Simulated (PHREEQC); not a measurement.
Dissolve 0.082 mol/kgw H2SO4 and 0.27 mol/kgw LiCl at 25 °C and 500 atm. Closed to the air; pH follows from the charge balance.

The numbers come from PHREEQC with the ion-association model, phreeqc.dat.

Each row changes one thing in this solution. No solid was allowed to form.

```csv
case,pH,ionic strength (mol/kgw)
as made,1.03,0.406
H2SO4 left out,6.88,0.270
diluted 2-fold with water,1.30,0.211
H2SO4 from 0.082 to 0.0082 mol/kgw,1.92,0.288
0.47 mol/kgw HBr added,0.37,0.846
H2SO4 replaced by FeSO4 at the same molality,5.76,0.488
temperature from 25 to 65 °C,1.11,0.382
```

The ionic strength passes 0.7 mol/kgw, the rough limit of the ion-association models, in 0.47 mol/kgw HBr added. Under pressure, the constants of complexes without a molar volume in the database are unreliable. Away from 25 °C the constants follow the database's enthalpies or fits; those with neither stay at their 25 °C values.
